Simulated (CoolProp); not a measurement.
Saturation properties of toluene (Tc = 318.6 °C, pc = 41.26 bar, ω = 0.266).

The numbers come from the reference Helmholtz-energy equation of state, Lemmon 2006 in CoolProp. It is a short technical equation, of lower accuracy than the large ones.

| T (°C) | p (bar) | enthalpy of vaporisation (kJ/kg) | liquid cp (kJ/(kg K)) | vapour Z | vapour viscosity (µPa s) | liquid conductivity (mW/(m K)) |
|---|---|---|---|---|---|---|
| 65.55 | 0.2301 | 388.8 | 1.838 | 0.9859 | 7.84 | 119 |
| 80.35 | 0.3934 | 379.9 | 1.891 | 0.9793 | 8.16 | 115 |
| 95.15 | 0.6395 | 370.6 | 1.945 | 0.9707 | 8.47 | 111 |
| 109.95 | 0.9948 | 361.1 | 2.001 | 0.9600 | 8.79 | 107 |
| 124.75 | 1.490 | 351.2 | 2.057 | 0.9469 | 9.10 | 104 |
| 139.65 | 2.163 | 340.7 | 2.116 | 0.9312 | 9.42 | 100 |
| 154.45 | 3.042 | 329.7 | 2.176 | 0.9128 | 9.74 | 96.8 |
| 169.25 | 4.172 | 318.0 | 2.239 | 0.8915 | 10.1 | 93.7 |
| 184.05 | 5.592 | 305.4 | 2.304 | 0.8670 | 10.4 | 90.7 |
| 198.95 | 7.362 | 291.8 | 2.375 | 0.8388 | 10.8 | 87.9 |
| 213.75 | 9.506 | 276.9 | 2.452 | 0.8069 | 11.2 | 85.4 |
| 228.55 | 12.09 | 260.6 | 2.539 | 0.7707 | 11.6 | 83.1 |

It boils at 110.6 °C under 1 atm.

Viscosity comes from a separate model (Avgeri 2015). Thermal conductivity comes from a separate model (Assael 2012).
